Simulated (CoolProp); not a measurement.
A single-stage vapour-compression cycle with the fluid: evaporating at 233.15 K (dew point), condensing at 265.15 K (bubble point), superheat 8 K, subcooling 5 K, compressor efficiency 0.75, no pressure losses. The same conditions are run with several fluids, on thermodynamics alone (safety and materials aside).

Computed with CoolProp (reference Helmholtz-energy equation of state of each fluid (R125: Lemmon 2005; R124: de Vries 1995; R236FA: Pan 2012; isobutane: Bücker 2006; ammonia: Gao 2020; isobutene: Lemmon 2005)).

```json
[
 {"fluid": "R125", "cooling COP": "4.87", "pressure ratio": "3.48", "discharge temperature (K)": "284.3", "refrigerating effect (kJ/kg)": "134", "volumetric capacity (kJ/m³)": "1250"},
 {"fluid": "R124", "cooling COP": "5.02", "pressure ratio": "4.51", "discharge temperature (K)": "288.8", "refrigerating effect (kJ/kg)": "155", "volumetric capacity (kJ/m³)": "284"},
 {"fluid": "R236FA", "cooling COP": "5.01", "pressure ratio": "5.23", "discharge temperature (K)": "282.7", "refrigerating effect (kJ/kg)": "152", "volumetric capacity (kJ/m³)": "171"},
 {"fluid": "isobutane", "cooling COP": "5.05", "pressure ratio": "___", "discharge temperature (K)": "288.0", "refrigerating effect (kJ/kg)": "342", "volumetric capacity (kJ/m³)": "___"},
 {"fluid": "ammonia", "cooling COP": "___", "pressure ratio": "4.40", "discharge temperature (K)": "370.5", "refrigerating effect (kJ/kg)": "1290", "volumetric capacity (kJ/m³)": "___"},
 {"fluid": "isobutene", "cooling COP": "5.05", "pressure ratio": "4.33", "discharge temperature (K)": "293.5", "refrigerating effect (kJ/kg)": "___", "volumetric capacity (kJ/m³)": "239"}
]
```

Question: What belongs in the gaps?

Answer: 
- isobutane, pressure ratio: 4.08
- isobutane, volumetric capacity (kJ/m³): 289
- ammonia, cooling COP: 4.71
- ammonia, volumetric capacity (kJ/m³): 797
- isobutene, refrigerating effect (kJ/kg): 374
